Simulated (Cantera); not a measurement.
Input: 1 mol SiH2Cl2, 0.052 mol O3, at 1525 K and 1.35 Torr.

Equilibrium computed with Cantera from the NASA thermochemical tables; the gas is ideal and each condensed phase is pure. Candidate condensed phases: H2O, Si, SiO2; 30 gas species. The tables' values for SiCl3, SiCl are old estimates; treat these amounts as uncertain. Equilibrium is a limit: real reactors are often held back by kinetics, nucleation or transport.

Base state: H2 0.367, SiCl2 0.350, HCl 0.198, SiO 0.0728, SiCl3 0.0103, SiCl4 0.000904, H 0.000338, SiHCl3 0.000189 (mole fractions); condensed: Si(s).

Task: What changes in the equilibrium state with this change: O3 from 0.052 to 0.084 mol?

Result: 
```tsv
species	before	after
H2	0.367	0.340
SiCl2	0.350	0.322
HCl	0.198	0.212
SiO	0.0728	0.113
SiCl3	0.0103	0.0106
Si	1.05e-5	7.80e-6
SiCl	8.61e-5	7.13e-5
SiCl4	0.000904	0.00103
Cl	0.000146	0.000163
H	0.000338	0.000325
Si(s), mol	0.0696	0
```
